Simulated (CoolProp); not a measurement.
Dodecamethylpentasiloxane (MD3M) along the isotherm 620 K: fugacity coefficient from the reference equation and from simpler models built on Tc = 628.0 K, pc = 0.9540 MPa, ω = 0.730; each cubic takes its own stable root.

Model: reference Helmholtz-energy equation of state, Thol 2019, in CoolProp.

| p (MPa) | phase | reference | van der Waals | Soave-Redlich-Kwong | Peng-Robinson |
|---|---|---|---|---|---|
| 0.159 | gas | 0.9364 | 0.9492 | 0.9407 | 0.9347 |
| 0.318 | gas | 0.8740 | 0.8985 | 0.8824 | 0.8713 |
| 0.477 | gas | 0.8125 | 0.8478 | 0.8248 | 0.8094 |
| 0.636 | gas | 0.7512 | 0.7963 | 0.7671 | 0.7484 |
| 0.795 | gas | 0.6882 | 0.7429 | 0.7077 | … |
| 0.954 | liquid | 0.6025 | 0.6763 | … | 0.6048 |
| 1.11 | liquid | 0.5317 | 0.6068 | 0.5567 | … |
| 1.27 | liquid | 0.4771 | 0.5526 | 0.5026 | 0.4820 |
| 1.43 | liquid | 0.4346 | 0.5104 | 0.4605 | … |

Fill in the missing entries.


- 0.795, Peng-Robinson: 0.6865
- 0.954, Soave-Redlich-Kwong: 0.6264
- 1.11, Peng-Robinson: 0.5357
- 1.43, Peng-Robinson: 0.4402
